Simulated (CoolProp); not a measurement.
The fluid at 298.15 K and 2.6 MPa is throttled through a valve to 0.409 MPa with no heat exchange. The same conditions are run with several fluids, on thermodynamics alone (safety and materials aside).

Values from CoolProp's reference Helmholtz-energy equation of state of each fluid (R1132(E): Akasaka 2024; trans-2-butene: Lemmon 2005; R407C: Lemmon 2003; C3F8 (R218): Lemmon 2006; octamethylcyclotetrasiloxane (D4): Thol 2015). Blends and air are pseudo-pure fits.

### Question
Rank R1132(E), trans-2-butene, R407C, C3F8 (R218), octamethylcyclotetrasiloxane (D4) by temperature change (K), highest first.

### Answer
octamethylcyclotetrasiloxane (D4) (+0.9), trans-2-butene (+0.6), C3F8 (R218) (-25.4), R407C (-33.3), R1132(E) (-45.4)

```csv
fluid,final phase,final density (kg/m³)
R1132(E),"two-phase, vapour fraction 0.291",45.6
trans-2-butene,liquid,598
R407C,"two-phase, vapour fraction 0.226",73.9
C3F8 (R218),"two-phase, vapour fraction 0.311",119
octamethylcyclotetrasiloxane (D4),liquid,950
```
